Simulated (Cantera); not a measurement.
Source: NASA polynomial tables (part measured, part estimated), evaluated in Cantera. Values are per mole of reaction as written; species without (g) are pure solids or liquids, kept so even where they would boil at 1 bar.

Problem. Between 300 and 875 K, where is each reaction favourable under standard conditions?
- CaCl2 = 2 Cl(g) + Ca

Solution. 
- CaCl2 = 2 Cl(g) + Ca: ΔG° is 958 kJ at 300 K and 805 kJ at 875 K; it stays positive (K < 1). ΔH° is 1037 kJ and ΔS° 266 J/K at 875 K.
